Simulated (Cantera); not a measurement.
Input: 1 mol C₃H₆, 0.23 mol CO₂, held at 2400 °C.

Equilibrium computed with Cantera from the NASA thermochemical tables; the gas is ideal and each condensed phase is pure. Candidate condensed phases: C, C₆H₆, C₇H₈, C₈H₁₈, H₂O; 110 gas species. The ideal-gas law is rough above about 30 bar. Rates play no part.

x: gas mole fraction; n: condensed amount in mol.

| P (Pa) | x H₂ | x H | x CO | x C₃ | x C₂H₂ (acetylene) | x C | x CH₄ | n C(graphite) |
|---|---|---|---|---|---|---|---|---|
| 10 | 0.0257 | 0.822 | 0.0672 | 0.0614 | 0.000549 | 0.0154 | 7.63e-12 | 1.28 |
| 56 | ___ | 0.774 | ___ | ___ | ___ | ___ | ___ | 2.50 |
| 320 | 0.353 | 0.539 | 0.0967 | 0.00192 | 0.00755 | 0.000481 | 4.62e-8 | 2.65 |
| 1800 | 0.581 | 0.291 | 0.113 | 0.000341 | 0.0124 | 8.55e-5 | 7.04e-7 | 2.66 |
| 10000 | 0.722 | 0.138 | 0.124 | 6.14e-5 | 0.0154 | 1.54e-5 | 6.04e-6 | 2.65 |
| 56000 | 0.793 | 0.0610 | 0.129 | 1.10e-5 | 0.0170 | 2.75e-6 | 4.07e-5 | 2.65 |
| 320000 | 0.824 | ___ | 0.131 | ___ | 0.0176 | ___ | ___ | 2.64 |
| 1800000 | 0.836 | 0.0111 | 0.132 | 3.41e-7 | 0.0179 | 8.55e-8 | 0.00146 | 2.64 |
| 10000000 | 0.834 | 0.00468 | 0.134 | 6.14e-8 | 0.0178 | 1.54e-8 | 0.00805 | 2.61 |

Q: Fill in the missing entries.

A: 
- 320000, x H: 0.0260
- 320000, x C₃: 1.92e-6
- 320000, x C: 4.81e-7
- 320000, x CH₄: 0.000252
- 56, x H₂: 0.127
- 56, x CO: 0.0794
- 56, x C₃: 0.0110
- 56, x C₂H₂ (acetylene): 0.00273
- 56, x C: 0.00275
- 56, x CH₄: 1.05e-9
